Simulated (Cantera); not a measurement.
Charge: 1 mol Si₂H₆, 3.3 mol H₂O, 0.45 mol H₂, 1.4 mol O₃, equilibrated at 0.0660 Torr.

These are equilibrium values from Cantera (NASA tables, ideal gas, pure condensed phases), not measurements of a reactor. Candidate condensed phases: H₂O, Si, SiO₂; 18 gas species. The feed counts by its element totals alone. Rates play no part.

x: gas mole fraction; n: condensed amount in mol.

```csv
T (°C),x H₂O,x H₂,x H,n SiO₂(α-quartz),n SiO₂(β-quartz)
402,0.519,0.481,<1e-12,2.00,0
452,0.519,0.481,___,2.00,0
502,0.519,0.481,___,2.00,0
552,0.519,0.481,___,2.00,0
602,0.519,0.481,___,0,2.00
652,0.519,0.481,___,0,2.00
702,0.519,0.481,___,0,2.00
752,0.519,0.481,___,0,2.00
```

**Question.** Complete the blanks.

**Answer.** 
- 452, x H: 6.91e-12
- 502, x H: 7.34e-11
- 552, x H: 5.87e-10
- 602, x H: 3.71e-9
- 652, x H: 1.93e-8
- 702, x H: 8.46e-8
- 752, x H: 3.22e-7
